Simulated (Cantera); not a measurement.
# Thermodynamics of fluorocarbon and chlorocarbon gases, feed CH₃F + H₂ + CH₄

Feed: 1 mol CH₃F, 4.1 mol H₂, 0.0086 mol CH₄, at 90.0 Torr.

These are equilibrium values from Cantera (NASA tables, ideal gas, pure condensed phases), not measurements of a reactor. Candidate condensed phases: C, C₆H₆, C₇H₈, C₈H₁₈; 95 gas species. Kinetics and transport are ignored.

```tsv
T (°C)	log p H₂	log p H	log p HF	log p C₂H₂ (acetylene)	n C(graphite)
1575	-1.00	-3.78	-1.71	-4.59	1.01
1675	-1.00	-3.45	-1.71	-4.27	1.00
1775	-1.00	-3.15	-1.71	-3.98	0.998
1875	-1.00	-2.88	-1.71	-3.72	0.989
1975	-1.01	-2.64	-1.71	-3.49	0.975
2075	-1.02	-2.42	-1.71	-3.28	0.953
2175	-1.03	-2.21	-1.72	-3.09	0.922
2275	-1.04	-2.03	-1.72	-2.92	0.879
2375	-1.06	-1.86	-1.73	-2.78	0.820
2475	-1.10	-1.72	-1.74	-2.65	0.743
2575	-1.14	-1.58	-1.76	-2.54	0.641
2675	-1.19	-1.47	-1.78	-2.46	0.502
2775	-1.25	-1.37	-1.80	-2.40	0.292
```
log p: log10 of the partial pressure in bar; n: condensed amount in mol.

From 1575 °C to 2775 °C the condensed part is C(graphite). The main C-bearing gas is C₂H₂ (acetylene) throughout. The share of C in condensed phases is highest at 1575 °C (99.7 %) and lowest at 2775 °C (28.9 %).
